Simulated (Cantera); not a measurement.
Charge: 1 mol SO₂, 0.04 mol H₂, held at 0.810 bar.

Method: chemical equilibrium by Gibbs-energy minimisation in Cantera with the NASA 1993 tables (ideal gas, pure condensed phases). Candidate condensed phases: H₂O, H₂SO₄, S; 19 gas species. The numbers say what is thermodynamically allowed, not how fast it happens. All values below are at 3050 K.

Base state: SO₂ 0.627, SO 0.193, O₂ 0.0755, O 0.0409, OH 0.0186, H₂O 0.0149, S 0.0122, H 0.0115 (mole fractions); condensed: gas only.

Q: What changes in the equilibrium state with this change: pressure from 0.810 bar to 0.000750 bar?

A: 
```csv
species,before,after
O,0.0409,0.605
S,0.0122,0.286
SO,0.193,0.0618
SO₂,0.627,0.00275
H₂O,0.0149,1.08e-6
OH,0.0186,0.000607
O₂,0.0755,0.0153
H,0.0115,0.0275
SO₃,0.000130,7.83e-9
H₂,0.00318,1.68e-5
```
